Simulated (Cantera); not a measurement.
A perfectly stirred reactor is fed with N₂O : N₂ = 1 : 3.6 (molar parts), at 15.0 Torr; it is held at 1050 K, and followed from long to short residence time.

Detailed kinetics in Cantera: GRI-Mech 3.0 (53 species, 325 reactions). GRI-Mech 3.0 was tuned for natural gas; its chemistry of N2O as a main component is partial and can be far from experiment. Radical loss at walls, strong at low pressure, is not modelled. The mechanism lacks the step 2 NO + O2 → 2 NO2, which can matter for NO2 below about 1400 K. The temperature is held fixed by assumption; the heat of reaction is taken as removed at once.

Q: What does this change do: temperature 1050 to 1575 K?

A: 
| quantity | before | after |
|---|---|---|
| x(N₂O) at τ = 0.350 s | 0.217 | 0.107 |
| x(NO) at τ = 0.350 s | 1.90e-6 | 0.0285 |
| x(N₂) at τ = 0.350 s | 0.783 | 0.829 |
| x(O) at τ = 0.350 s | 1.24e-7 | 0.000141 |
| x(O₂) at τ = 0.350 s | 1.70e-5 | 0.0356 |
| x(N₂O) at τ = 47.0 ms | 0.217 | 0.191 |
| x(NO) at τ = 47.0 ms | 2.44e-7 | 0.00682 |
| x(N₂) at τ = 47.0 ms | 0.783 | 0.794 |
| x(O) at τ = 47.0 ms | 1.18e-7 | 0.000140 |
| x(O₂) at τ = 47.0 ms | 2.18e-6 | 0.00850 |
